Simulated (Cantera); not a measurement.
What does this Cantera script print?

```python
import numpy as np
import cantera as ct

gas_names = """
    H HO2 H2 H2O H2O2 O OH O2 O3 Pb PbO Pb2
""".split()
cond_names = """
    H2O(s) H2O(L) Pb(cr) Pb(L) PbO(rd) PbO(yw) PbO(L) PbO2(s) Pb3O4(s)
""".split()


# ... load() reads the species with a 1 bar reference pressure and builds the phases ...
atoms = {
    'Pb': {'Pb': 1},
    'H2O': {'H': 2, 'O': 1},
    'H2': {'H': 2},
}
top_T = {'Pb3O4(s)': 820}  # K; cautious upper limits of use, not melting points


# ... equilibrate(T, P, feed) seeds the gas with the atoms and calls Mixture.equilibrate('TP', solver="vcs", rtol=1e-11, max_steps=5000) ...
results = []
feed = {'Pb': 1, 'H2O': 0.012, 'H2': 69}  # mol
T = 698  # K
P = 133.322  # Pa
mix = equilibrate(T, P, feed)
results.append((T, P, feed, dict(zip(mix.species_names, mix.species_moles))))
print(gas.report(threshold=0.001))
for i in range(1, mix.n_phases):
    print(f"{mix.phase(i).name:16s} {mix.phase_moles(i):12.5e} mol")
```

It prints:

```
       temperature   698 K
          pressure   133.32 Pa
           density   4.638e-05 kg/m^3
  mean mol. weight   2.0189 kg/kmol
   phase of matter   gas

                          1 kg             1 kmol
                     ---------------   ---------------
          enthalpy        5.7708e+06        1.1651e+07  J
   internal energy        2.8962e+06        5.8473e+06  J
           entropy        1.0432e+05        2.1061e+05  J/K
    Gibbs function       -6.7041e+07       -1.3535e+08  J
 heat capacity c_p             14533             29342  J/K
 heat capacity c_v             10415             21028  J/K

                      mass frac. Y      mole frac. X     chem. pot. / RT
                     ---------------   ---------------   ---------------
                H2           0.99837           0.99983           -23.313
     [  +11 minor]         0.0016298        0.00017464

Pb(L)             9.99947e-01 mol
PbO(rd)           0.00000e+00 mol
PbO2(s)           0.00000e+00 mol
Pb3O4(s)          0.00000e+00 mol
```

Cantera equilibrium calculation (NASA polynomials, part measured and part estimated; ideal gas, pure solids and liquids).
